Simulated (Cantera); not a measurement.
Cantera run:

```python
import numpy as np
import cantera as ct

gas_names = """
    C CO CO2 C2 C2O C3 C3O2 C4 C5 O O2 O3 Pb PbO Pb2
""".split()
cond_names = """
    C(gr) Pb(cr) Pb(L) PbO(rd) PbO(yw) PbO(L) PbO2(s) Pb3O4(s)
""".split()


# ... load() reads the species with a 1 bar reference pressure and builds the phases ...
atoms = {
    'PbO': {'Pb': 1, 'O': 1},
    'CO': {'C': 1, 'O': 1},
}
top_T = {'C(gr)': 4500, 'Pb3O4(s)': 820}  # K; cautious upper limits of use, not melting points


# ... equilibrate(T, P, feed) seeds the gas with the atoms and calls Mixture.equilibrate('TP', solver="vcs", rtol=1e-11, max_steps=5000) ...
results = []
feed = {'PbO': 1, 'CO': 1.9}  # mol
T = 2250  # K
P = 100000  # Pa
mix = equilibrate(T, P, feed)
results.append((T, P, feed, dict(zip(mix.species_names, mix.species_moles))))
x = sorted(zip(gas.X, gas.species_names), reverse=True)
print(f"T = {T:g} K  P = {P:g} Pa  gas = {mix.phase_moles(0):.4g} mol")
print("   x: " + "  ".join(f"{s} {v:.3e}" for v, s in x if v > 1e-06))
print("   condensed (mol): " + ("  ".join(f"{mix.phase(i).name} {mix.phase_moles(i):.4g}"
      for i in range(1, mix.n_phases) if mix.phase_moles(i) > 1e-12) or "none"))
```

Output:

```
T = 2250 K  P = 100000 Pa  gas = 2.899 mol
   x: CO 3.287e-01  CO2 3.266e-01  Pb 3.261e-01  PbO 1.813e-02  Pb2 3.333e-04  O2 7.020e-05  O 3.091e-05
   condensed (mol): none
```

Method: chemical equilibrium by Gibbs-energy minimisation in Cantera with the NASA 1993 tables (ideal gas, pure condensed phases). Gases not in the tables: (PbO)n polymers.
